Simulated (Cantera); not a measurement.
Mixture: 13.2 % CH3OH, 18.0 % O2, 67.8 % N2, 1.04 % H2O, equivalence ratio 1.1, at 5.00 bar, adiabatic and at constant pressure. Ignition delay is the time to a rise of 400 K.

Computed with Cantera and GRI-Mech 3.0 (53 species, 325 reactions). GRI-Mech 3.0 was tuned for natural gas; its chemistry of methanol as a main component is partial and can be far from experiment.

Question: Predict: delay at 1175 K; delay at 1225 K; delay at 1275 K; delay at 1325 K; delay at 1375 K; delay at 1425 K; apparent activation energy between 1325 and 1425 K.

Answer: 
```json
{
 "delay at 1175 K": "3.65 ms",
 "delay at 1225 K": "1.58 ms",
 "delay at 1275 K": "0.735 ms",
 "delay at 1325 K": "0.366 ms",
 "delay at 1375 K": "0.194 ms",
 "delay at 1425 K": "0.109 ms",
 "apparent activation energy between 1325 and 1425 K": "190 kJ/mol"
}
```
